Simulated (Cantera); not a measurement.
A perfectly stirred reactor is fed with N₂O : H₂O = 1 : 0.0053 (molar parts), at 0.829 atm; it is held at 1450 K, and followed from long to short residence time.

Cantera simulation using GRI-Mech 3.0 (53 species, 325 reactions); the numbers are that mechanism's predictions, not measurements. GRI-Mech 3.0 was tuned for natural gas; its chemistry of N2O as a main component is partial and can be far from experiment. The temperature is held fixed by assumption; the heat of reaction is taken as removed at once.

```csv
quantity,before,after
x(N₂O) at τ = 10.0 s,0.00461,0.00473
x(H₂O) at τ = 10.0 s,0.00352,0.000439
x(OH) at τ = 10.0 s,2.23e-5,7.90e-6
x(H) at τ = 10.0 s,6.49e-9,2.31e-9
x(O) at τ = 10.0 s,5.35e-6,5.38e-6
x(N₂O) at τ = 0.150 s,0.176,0.180
x(H₂O) at τ = 0.150 s,0.00381,0.000472
x(OH) at τ = 0.150 s,5.00e-5,1.78e-5
x(H) at τ = 0.150 s,4.62e-8,1.69e-8
x(O) at τ = 0.150 s,2.55e-5,2.59e-5
```

### Question
Name the change that produced these shifts.
(A) temperature 1450 to 1600 K
(B) temperature 1450 to 1400 K
(C) N2O 1 to 8 parts
(D) pressure from 0.829 atm to 0.00908 atm

### Answer
C, N2O 1 to 8 parts
